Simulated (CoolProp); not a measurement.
Computed with CoolProp (reference Helmholtz-energy equation of state, Lemmon 2006). It is a short technical equation, of lower accuracy than the large ones.

### Question
For carbonyl sulfide, give the phase and the cv (kJ/(kg K)), speed of sound (m/s) at 250 K and 101 kPa; 287.7 K and 101 kPa; 300.2 K and 101 kPa.

### Answer
- 250 K and 101 kPa: gas; cv 0.516, speed of sound 207
- 287.7 K and 101 kPa: gas; cv 0.548, speed of sound 222
- 300.2 K and 101 kPa: gas; cv 0.558, speed of sound 226
